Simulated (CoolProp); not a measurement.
Vapour-liquid equilibrium of dimethyl ether (1) + isobutane (2) at 291 kPa; x and y are mole fractions of (1).

Model: multi-fluid Helmholtz-energy mixture model, Wu 2011 and Bücker 2006; pair parameters Bell 2016, in CoolProp.

```tsv
x	bubble temperature (K)	y at the bubble point	dew temperature at overall composition x (K)	liquid density (mol/L)
0.05	289.4	0.113	290.8	9.817
0.125	286.4	0.247	289.1	10.13
0.2	284.0	0.351	287.4	10.45
0.275	282.1	0.435	285.7	10.79
0.35	280.6	0.506	284.0	11.13
0.425	279.3	0.567	282.3	11.49
0.5	278.3	0.622	280.7	11.87
0.575	277.5	0.673	279.2	12.28
0.65	276.9	0.723	277.9	12.70
0.725	276.3	0.773	276.8	13.16
0.8	275.9	0.826	276.1	13.65
0.875	275.7	0.884	275.7	14.17
0.95	275.6	0.950	275.6	14.72
```

y crosses x between x = 0.875 and 0.95: the model has an azeotrope there.

Pair parameters are fitted to limited data, so mixtures are less certain than the pure fluids.
